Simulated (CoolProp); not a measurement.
The fluid at 526.99 K and 4.19 MPa is throttled through a valve to 2.27 MPa with no heat exchange. The same conditions are run with several fluids, on thermodynamics alone (safety and materials aside).

The numbers come from the reference Helmholtz-energy equation of state of each fluid (isobutene: Lemmon 2005; isohexane: Lemmon 2006; hexamethyldisiloxane (MM): Thol 2016; normal hydrogen: Leachman 2009; nitrogen: Span 2000) in CoolProp.

**Question.** Rank isobutene, isohexane, hexamethyldisiloxane (MM), normal hydrogen, nitrogen by temperature change (K), highest first.

**Answer.** normal hydrogen (+1.0), nitrogen (-0.4), hexamethyldisiloxane (MM) (-5.2), isobutene (-9.9), isohexane (-28.5)

| fluid | final phase | final density (kg/m³) |
|---|---|---|
| isobutene | gas | 32.9 |
| isohexane | gas | 71.7 |
| hexamethyldisiloxane (MM) | supercritical | 391 |
| normal hydrogen | supercritical | 1.03 |
| nitrogen | gas | 14.4 |
